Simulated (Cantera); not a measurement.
Charge: 1 mol TiO2, 1 mol HCl, 6.7 mol O2, held at 1025 K and 0.00210 bar.

Method: chemical equilibrium by Gibbs-energy minimisation in Cantera with the NASA 1993 tables (ideal gas, pure condensed phases). Candidate condensed phases: H2O, Ti, TiCl2, TiCl3, TiCl4, TiO, TiO2, Ti2O3, Ti3O5, Ti4O7; 23 gas species. Condensed phases not in the tables: TiOCl. Equilibrium is a limit: real reactors are often held back by kinetics, nucleation or transport.

Base state: O2 0.869, HCl 0.106, H2O 0.0121, Cl2 0.0114, Cl 0.00130 (mole fractions); condensed: TiO2(rutile).

### Question
What changes in the equilibrium state with this change: 0.42 mol H2 added?

### Answer
```
species             before     after
-----------------  -------  --------
O2                   0.869     0.820
HCl                  0.106     0.120
H2O                 0.0121    0.0565
Cl2                 0.0114   0.00301
Cl                 0.00130  0.000669
TiO2(rutile), mol     1.00      1.00
```
